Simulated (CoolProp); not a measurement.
A Linde-Hampson liquefier for carbon monoxide: isothermal reversible compression at 300 K from 1 atm to 40 MPa, throttling to 1 atm, return gas leaving the recuperator 2 K below the feed. Each further row changes one setting.

Values from CoolProp's reference Helmholtz-energy equation of state, Lemmon 2006. It is a short technical equation, of lower accuracy than the large ones.

| case | liquid yield per pass | compression work (kJ/kg of gas) |
|---|---|---|
| as stated | ___ | 539 |
| high pressure 80 MPa | 0.062 | ___ |
| warm-end temperature 330 K | 0.074 | 597 |
| warm-end gap 7 K | ___ | 539 |

**Question.** What belongs in the gaps?

**Answer.** 
- as stated, liquid yield per pass: 0.101
- high pressure 80 MPa, compression work (kJ/kg of gas): 629
- warm-end gap 7 K, liquid yield per pass: 0.090
